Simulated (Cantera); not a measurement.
Input (Python, Cantera) and output of one run.

```python
import numpy as np
import cantera as ct

gas_names = """
    CL CL2 N N2 Si SiCL SiCL2 SiCL3 SiCL4 SiN Si2 Si2N Si3
""".split()
cond_names = """
    Si(cr) Si(L) Si3N4(a)
""".split()


def load(file, names, dense=False):
    # The tables refer to 1 bar. Condensed volumes are neglected.
    table = {s.name: s for s in ct.Species.list_from_file(file)}
    out = []
    for n in names:
        d = dict(table[n].input_data)
        d["thermo"] = dict(d["thermo"], **{"reference-pressure": 1e5})
        if dense:
            d["equation-of-state"] = {"model": "constant-volume", "density": "1e6 g/cm^3"}
        out.append(ct.Species.from_dict(d))
    return out


gas = ct.Solution(thermo="ideal-gas", species=load("nasa_gas.yaml", gas_names))
cond = {s.name: ct.Solution(thermo="fixed-stoichiometry", species=[s], name=s.name)
        for s in load("nasa_condensed.yaml", cond_names, dense=True)}
atoms = {
    'Si': {'Si': 1},
    'Cl2': {'CL': 2},
    'N2': {'N': 2},
}
top_T = {'Si3N4(a)': 2400}  # K; cautious upper limits of use, not melting points


def equilibrate(T, P, feed):
    n = {}
    for name, mol in feed.items():
        for a, k in atoms[name].items():
            n[a] = n.get(a, 0.0) + k * mol
    gas.TPX = T, P, n
    mass = sum(n.values()) * gas.mean_molecular_weight
    gas.equilibrate("TP")
    valid = [c for c in cond.values() if c.min_temp <= T <= top_T.get(c.name, c.max_temp)]
    mix = ct.Mixture([(gas, mass / gas.mean_molecular_weight)] + [(c, 0.0) for c in valid])
    mix.T, mix.P = T, P
    mix.equilibrate("TP", solver="vcs", rtol=1e-11, max_steps=5000)
    return mix


results = []
feed = {'Si': 1, 'Cl2': 1.8, 'N2': 0.77}  # mol
T = 623  # K
P = 3.1  # Pa
mix = equilibrate(T, P, feed)
results.append((T, P, feed, dict(zip(mix.species_names, mix.species_moles))))
print(gas.report(threshold=0.001))
for i in range(1, mix.n_phases):
    print(f"{mix.phase(i).name:16s} {mix.phase_moles(i):12.5e} mol")
```

It prints:

```
       temperature   623 K
          pressure   3.1 Pa
           density   6.4425e-05 kg/m^3
  mean mol. weight   107.65 kg/kmol
   phase of matter   gas

                          1 kg             1 kmol
                     ---------------   ---------------
          enthalpy       -3.2502e+06       -3.4988e+08  J
   internal energy       -3.2983e+06       -3.5506e+08  J
           entropy            3824.7        4.1174e+05  J/K
    Gibbs function        -5.633e+06        -6.064e+08  J
 heat capacity c_p            660.51             71105  J/K
 heat capacity c_v            583.28             62790  J/K

                      mass frac. Y      mole frac. X     chem. pot. / RT
                     ---------------   ---------------   ---------------
                N2           0.11416           0.43867            -35.01
             SiCL4           0.88584           0.56133           -181.19
     [  +11 minor]        3.2612e-08        2.6115e-08

Si(cr)            0.00000e+00 mol
Si3N4(a)          3.33333e-02 mol
```

These are equilibrium values from Cantera (NASA tables, ideal gas, pure condensed phases), not measurements of a reactor. N2 is the only nitrogen source here; it is nearly inert below about 1500 K, so the nitride shown seldom forms there in practice.
